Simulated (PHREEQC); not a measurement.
0.42 g of hydrous ferric oxide (600 m²/g; 0.2 weak and 0.005 strong sites per Fe, Dzombak-Morel constants, diffuse double layer) in 1 kg of water with 0.1 mol/kgw of an inert sodium salt and 4.3e-05 mol/kgw MnCl2, 5.1e-05 mol/kgw H3BO3 and 2.4e-05 mol/kgw ZnSO4, at 25 °C; the pH is set by adding NaOH or the inert anion's acid. No oxygen is let in. No CO2 enters from the air. Precipitation was switched off in this run.

Base run: PHREEQC, ion-association model, wateq4f.dat. Each further column changes one thing. The table gives Zn sorbed (%).

| pH | base | no electrostatic term (-no_edl) | background salt from 0.1 to 0.01 mol/kgw | oxide from 0.42 to 2.1 g/kgw |
|---|---|---|---|---|
| 4 | 0.0 | 0.0 | 0.0 | 0.2 |
| 5 | 2.8 | 4.5 | 2.9 | 12.4 |
| 5.5 | 16.1 | [?] | [?] | 49.7 |
| 6.5 | 74.3 | 85.8 | 75.9 | 97.4 |
| 7 | 90.5 | 96.1 | 91.7 | 99.6 |
| 8 | 99.6 | 99.7 | 99.7 | 100.0 |
| 9 | 100.0 | 99.7 | 100.0 | 100.0 |
| 9.5 | 100.0 | 98.6 | 100.0 | 100.0 |
| 10.5 | 99.9 | 47.1 | 99.9 | 100.0 |
| 11 | 99.6 | 7.6 | 99.9 | 100.0 |
| 12 | 82.2 | 0.0 | [?] | 99.6 |

### Question
Complete the blanks.

### Answer

- 5.5, no electrostatic term (-no_edl): 26.2
- 5.5, background salt from 0.1 to 0.01 mol/kgw: 16.2
- 12, background salt from 0.1 to 0.01 mol/kgw: 97.2

 In at least one series the solution becomes supersaturated in solids that the run did not let form, among them Pyrochroite, Zincite(c).
